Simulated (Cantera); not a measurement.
Cantera run:

```python
import numpy as np
import cantera as ct

gas_names = [...]  # 95 gases of nasa_gas.yaml made of C, F, H
cond_names = """
    C(gr) C6H6(L) C7H8(L) C8H18(L),n-octa
""".split()


# ... load() reads the species with a 1 bar reference pressure and builds the phases ...
atoms = {
    'CH2F2': {'C': 1, 'H': 2, 'F': 2},
    'H2': {'H': 2},
}
top_T = {'C(gr)': 4500}  # K; cautious upper limits of use, not melting points


# ... equilibrate(T, P, feed) seeds the gas with the atoms and calls Mixture.equilibrate('TP', solver="vcs", rtol=1e-11, max_steps=5000) ...
results = []
feed = {'CH2F2': 1, 'H2': 15}  # mol
P = 1000  # Pa
for T in [2775, 2800, 2825, 2850, 2875, 2900, 2925, 2950, 2975]:
    mix = equilibrate(T, P, feed)
    results.append((T, P, feed, dict(zip(mix.species_names, mix.species_moles))))
    x = sorted(zip(gas.X, gas.species_names), reverse=True)
    print(f"T = {T:g} K  P = {P:g} Pa  gas = {mix.phase_moles(0):.4g} mol")
    print("   x: " + "  ".join(f"{s} {v:.3e}" for v, s in x if v > 1e-05))
    print("   condensed (mol): " + ("  ".join(f"{mix.phase(i).name} {mix.phase_moles(i):.4g}"
          for i in range(1, mix.n_phases) if mix.phase_moles(i) > 1e-12) or "none"))
```

It prints:

```
T = 2775 K  P = 1000 Pa  gas = 22.51 mol
   x: H 4.809e-01  H2 4.125e-01  HF 8.843e-02  C2H2,acetylene 1.265e-02  C3 2.315e-03  C2H 1.784e-03  C 5.000e-04  F 4.107e-04  C2 2.249e-04  C4H2 1.614e-04  CF 2.858e-05  C2H2,vinylidene 2.271e-05  CH 2.154e-05  C5 2.028e-05
   condensed (mol): C(gr) 0.1527
T = 2800 K  P = 1000 Pa  gas = 22.96 mol
   x: H 5.080e-01  H2 3.855e-01  HF 8.660e-02  C2H2,acetylene 1.286e-02  C3 3.158e-03  C2H 2.139e-03  C 6.589e-04  F 4.792e-04  C2 3.083e-04  C4H2 1.786e-04  CF 3.544e-05  C5 3.020e-05  CH 2.616e-05  C2H2,vinylidene 2.469e-05
   condensed (mol): C(gr) 0.04089
T = 2825 K  P = 1000 Pa  gas = 23.42 mol
   x: H 5.354e-01  H2 3.596e-01  HF 8.479e-02  C2H2,acetylene 1.200e-02  C3 3.785e-03  C2H 2.350e-03  C 8.291e-04  F 5.580e-04  C2 3.870e-04  C4H2 1.668e-04  CF 4.203e-05  C5 3.633e-05  CH 3.034e-05  C2H2,vinylidene 2.462e-05
   condensed (mol): none
T = 2850 K  P = 1000 Pa  gas = 23.9 mol
   x: H 5.626e-01  H2 3.346e-01  HF 8.299e-02  C2H2,acetylene 1.068e-02  C3 4.225e-03  C2H 2.459e-03  C 1.016e-03  F 6.489e-04  C2 4.624e-04  C4H2 1.420e-04  CF 4.866e-05  C5 3.891e-05  CH 3.424e-05  C2H2,vinylidene 2.337e-05
   condensed (mol): none
T = 2875 K  P = 1000 Pa  gas = 24.38 mol
   x: H 5.892e-01  H2 3.101e-01  HF 8.121e-02  C2H2,acetylene 9.391e-03  C3 4.647e-03  C2H 2.542e-03  C 1.235e-03  F 7.541e-04  C2 5.461e-04  C4H2 1.185e-04  CF 5.606e-05  C5 4.074e-05  CH 3.830e-05  C2H2,vinylidene 2.190e-05
   condensed (mol): none
T = 2900 K  P = 1000 Pa  gas = 24.87 mol
   x: H 6.151e-01  H2 2.864e-01  HF 7.947e-02  C2H2,acetylene 8.164e-03  C3 5.036e-03  C2H 2.598e-03  C 1.490e-03  F 8.759e-04  C2 6.375e-04  C4H2 9.703e-05  CF 6.428e-05  CH 4.246e-05  C5 4.170e-05  C2H2,vinylidene 2.027e-05
   condensed (mol): none
T = 2925 K  P = 1000 Pa  gas = 25.37 mol
   x: H 6.400e-01  H2 2.634e-01  HF 7.775e-02  C2H2,acetylene 7.019e-03  C3 5.381e-03  C2H 2.624e-03  C 1.784e-03  F 1.017e-03  C2 7.359e-04  C4H2 7.797e-05  CF 7.337e-05  CH 4.667e-05  C5 4.177e-05  C2H2,vinylidene 1.853e-05  C4 1.068e-05
   condensed (mol): none
T = 2950 K  P = 1000 Pa  gas = 25.86 mol
   x: H 6.638e-01  H2 2.415e-01  HF 7.608e-02  C2H2,acetylene 5.969e-03  C3 5.670e-03  C2H 2.622e-03  C 2.120e-03  F 1.181e-03  C2 8.403e-04  CF 8.340e-05  C4H2 6.155e-05  CH 5.088e-05  C5 4.098e-05  C2H2,vinylidene 1.674e-05  C4 1.125e-05
   condensed (mol): none
T = 2975 K  P = 1000 Pa  gas = 26.34 mol
   x: H 6.863e-01  H2 2.206e-01  HF 7.446e-02  C3 5.898e-03  C2H2,acetylene 5.026e-03  C2H 2.592e-03  C 2.503e-03  F 1.370e-03  C2 9.498e-04  CF 9.442e-05  CH 5.503e-05  C4H2 4.777e-05  C5 3.941e-05  C2H2,vinylidene 1.495e-05  C4 1.164e-05
   condensed (mol): none
```

These are equilibrium values from Cantera (NASA tables, ideal gas, pure condensed phases), not measurements of a reactor.
